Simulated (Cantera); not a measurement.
Cantera run, input and output.

```python
import numpy as np
import cantera as ct

gas = ct.Solution("gri30.yaml")
gas.TPX = 523, 21000, {'CO': 1, 'H2': 0.091, 'O2': 0.992, 'N2': 11.9}
inlet = ct.Reservoir(gas, clone=True)
gas.equilibrate("HP")  # start burning
reactor = ct.IdealGasConstPressureReactor(gas, energy="on", clone=False)
exhaust = ct.Reservoir(gas, clone=True)
tau = [0.17, 0.063, 0.024, 0.0089, 0.0033, 0.0012, 0.00047, 0.00017, 6.5e-05, 2.4e-05, 9.2e-06][0]
for a, b in ((inlet, reactor), (reactor, exhaust)):
    ct.MassFlowController(a, b, mdot=lambda t: reactor.mass / tau)
net = ct.ReactorNet([reactor])
show = ['CO', 'H2', 'O2', 'H2O2', 'CO2', 'H2O', 'OH']

rows = []
print(f"{'tau/s':>10s}{'T/K':>9s}" + "".join(f"{s:>11s}" for s in show))
for tau in [0.17, 0.063, 0.024, 0.0089, 0.0033, 0.0012, 0.00047, 0.00017, 6.5e-05, 2.4e-05, 9.2e-06]:
    net.initial_time = 0.0
    net.advance(30 * tau)
    before = gas.X
    net.advance(40 * tau)
    drift = np.max(np.abs(gas.X - before) / (gas.X + 1e-9))
    rows.append([gas.T, *gas[show].X, drift])
    print(f"{tau:10.3e}{gas.T:9.1f}" + "".join(f"{x:11.3e}" for x in gas[show].X))
```

Result:

```
     tau/s      T/K         CO         H2         O2       H2O2        CO2        H2O         OH
 1.700e-01   1150.8  5.575e-03  1.185e-04  3.564e-02  9.665e-08  6.859e-02  6.431e-03  1.456e-04
 6.300e-02   1080.1  1.373e-02  2.421e-04  3.957e-02  9.191e-08  6.011e-02  6.192e-03  1.269e-04
 2.400e-02    523.0  7.152e-02  6.508e-03  7.094e-02 -1.532e-19 -8.825e-16 -1.317e-16  6.507e-21
 8.900e-03    523.0  7.152e-02  6.508e-03  7.094e-02 -2.325e-23  8.662e-18  1.108e-19  4.629e-21
 3.300e-03    523.0  7.152e-02  6.508e-03  7.094e-02 -9.448e-25  3.040e-18  3.148e-20  2.657e-21
 1.200e-03    523.0  7.152e-02  6.508e-03  7.094e-02 -5.343e-26  1.019e-18  6.332e-21  1.235e-21
 4.700e-04    523.0  7.152e-02  6.508e-03  7.094e-02 -3.127e-27  3.679e-19  1.133e-21  5.231e-22
 1.700e-04    523.0  7.152e-02  6.508e-03  7.094e-02 -1.846e-28  1.291e-19  1.658e-22  1.861e-22
 6.500e-05    523.0  7.152e-02  6.508e-03  7.094e-02 -1.099e-29  4.806e-20  2.218e-23  6.050e-23
 2.400e-05    523.0  7.152e-02  6.508e-03  7.094e-02 -6.593e-31  1.769e-20  2.543e-24  1.601e-23
 9.200e-06    523.0  7.152e-02  6.508e-03  7.094e-02 -3.899e-32  6.726e-21  2.589e-25  3.596e-24
```

Model: GRI-Mech 3.0 (53 species, 325 reactions), integrated in Cantera.
